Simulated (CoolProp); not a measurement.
Saturated liquid density (kg/m³) of vinyl chloride: the reference equation beside estimates from Tc = 151.9 °C, pc = 5.600 MPa, ω = 0.160. Rackett uses Z = 0.29056 − 0.08775 ω.

The numbers come from the reference Helmholtz-energy equation of state, Thol 2022 in CoolProp.

```json
[
 {"T (°C)": "4.95", "reference": "936.4", "Rackett": "925.2", "van der Waals": "586.9", "Redlich-Kwong": "857.7", "Soave-Redlich-Kwong": "873.9", "Peng-Robinson": "988.3"},
 {"T (°C)": "17.95", "reference": "912.5", "Rackett": "902.6", "van der Waals": "572.7", "Redlich-Kwong": "832.6", "Soave-Redlich-Kwong": "850.1", "Peng-Robinson": "962.4"},
 {"T (°C)": "30.85", "reference": "888.1", "Rackett": "879.1", "van der Waals": "557.7", "Redlich-Kwong": "806.1", "Soave-Redlich-Kwong": "824.8", "Peng-Robinson": "934.4"},
 {"T (°C)": "43.75", "reference": "862.8", "Rackett": "854.4", "van der Waals": "541.8", "Redlich-Kwong": "777.7", "Soave-Redlich-Kwong": "797.4", "Peng-Robinson": "904.0"},
 {"T (°C)": "56.65", "reference": "836.3", "Rackett": "828.4", "van der Waals": "524.8", "Redlich-Kwong": "747.2", "Soave-Redlich-Kwong": "767.6", "Peng-Robinson": "870.7"},
 {"T (°C)": "69.55", "reference": "808.2", "Rackett": "800.5", "van der Waals": "506.5", "Redlich-Kwong": "714.2", "Soave-Redlich-Kwong": "735.0", "Peng-Robinson": "834.0"},
 {"T (°C)": "82.55", "reference": "777.7", "Rackett": "770.3", "van der Waals": "486.5", "Redlich-Kwong": "678.1", "Soave-Redlich-Kwong": "698.8", "Peng-Robinson": "792.9"},
 {"T (°C)": "95.45", "reference": "744.3", "Rackett": "737.3", "van der Waals": "464.5", "Redlich-Kwong": "638.6", "Soave-Redlich-Kwong": "658.7", "Peng-Robinson": "746.8"},
 {"T (°C)": "108.35", "reference": "706.3", "Rackett": "700.2", "van der Waals": "439.8", "Redlich-Kwong": "594.3", "Soave-Redlich-Kwong": "613.2", "Peng-Robinson": "694.1"},
 {"T (°C)": "121.25", "reference": "660.9", "Rackett": "656.7", "van der Waals": "411.0", "Redlich-Kwong": "543.1", "Soave-Redlich-Kwong": "559.9", "Peng-Robinson": "631.8"},
 {"T (°C)": "134.15", "reference": "601.8", "Rackett": "601.5", "van der Waals": "375.2", "Redlich-Kwong": "480.6", "Soave-Redlich-Kwong": "493.8", "Peng-Robinson": "553.9"}
]
```

Absolute difference from the reference over all 11 rows, mean and median: Rackett 0.9 and 1.0 %, van der Waals 37.4 and 37.3 %, Redlich-Kwong 12.7 and 11.6 %, Soave-Redlich-Kwong 10.3 and 9.1 %, Peng-Robinson 4.1 and 4.4 %.
